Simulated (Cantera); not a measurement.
**Silicon carbide growth: CH3SiCl3 + HCl + H2 + C2H2**

A closed system holds: 1 mol CH3SiCl3, 0.057 mol HCl, 39 mol H2, 0.049 mol C2H2, held at 1923.15 K and 4.13 Torr.

These are equilibrium values from Cantera (NASA tables, ideal gas, pure condensed phases), not measurements of a reactor. Candidate condensed phases: C, C6H6, C7H8, C8H18, Si, SiC; 109 gas species. The feed counts by its element totals alone. The tables' values for SiCl are old estimates; treat these amounts as uncertain. Kinetics and transport are ignored.

The x(H2) is 0.916. The x(HCl) is 0.0702 and the x(H) is 0.0122. The x(Cl) is 0.000702, the x(SiCl2) is 0.000578 and the x(C2H2 (acetylene)) comes out as 0.000414. The x(Si) comes out as 0.000126 and the x(SiCl) is 3.00e-5. The x(SiH) comes out as 7.32e-6 and the n(C(graphite)) comes out as 0.0943 mol. The n(SiC(s)) comes out as 0.968 mol. The gas amount is 42.38 mol and the log10 activity of Si(l) (absent) is -1.39.
